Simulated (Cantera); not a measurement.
An isothermal, constant-pressure homogeneous reactor starts with CO : O2 : H2O : N2 = 0.0093 : 0.0099 : 0.00014 : 1 (molar parts), at 1225 K and 5.00 bar.

Model: GRI-Mech 3.0 (53 species, 325 reactions), integrated in Cantera.

x: mole fraction; the columns are a selection and need not sum to one.

| t (s) | x CO | x O2 | x H2O | x CO2 | x OH | x NO2 | x H2 |
|---|---|---|---|---|---|---|---|
| 0.000200 | 0.00912 | 0.00971 | 0.000137 | 7.80e-9 | 2.78e-11 | <1e-12 | <1e-12 |
| 0.000629 | 0.00912 | 0.00971 | 0.000137 | … | 1.29e-10 | <1e-12 | 3.52e-12 |
| 0.00198 | 0.00912 | 0.00971 | 0.000137 | 2.25e-7 | 7.39e-10 | <1e-12 | 6.20e-11 |
| 0.00623 | 0.00912 | 0.00971 | 0.000137 | 4.50e-6 | 1.14e-8 | <1e-12 | 3.26e-9 |
| 0.0196 | 0.00873 | 0.00952 | 0.000135 | 0.000391 | 2.78e-7 | 2.03e-10 | 1.50e-6 |
| 0.0617 | 0.00659 | 0.00845 | 0.000134 | 0.00255 | 3.73e-7 | 7.75e-9 | 2.28e-6 |
| 0.194 | 0.00256 | 0.00644 | 0.000136 | 0.00660 | 4.22e-7 | 6.62e-8 | 1.20e-6 |
| 0.612 | 0.000189 | 0.00526 | 0.000138 | 0.00898 | 3.62e-7 | 2.39e-7 | 9.95e-8 |
| 1.92 | … | 0.00517 | 0.000138 | 0.00916 | … | … | 7.76e-10 |
| 6.06 | 1.23e-8 | 0.00517 | 0.000138 | 0.00917 | 5.36e-8 | 1.65e-8 | 3.34e-11 |
| 19.1 | 1.79e-9 | 0.00517 | 0.000138 | 0.00917 | 4.12e-8 | 1.01e-8 | 1.83e-11 |
| 60.0 | 1.78e-9 | 0.00517 | 0.000138 | 0.00917 | 4.12e-8 | 1.01e-8 | 1.83e-11 |

Complete the blanks.


- 0.000629, x CO2: 3.40e-8
- 1.92, x CO: 1.44e-6
- 1.92, x OH: 1.85e-7
- 1.92, x NO2: 1.26e-7
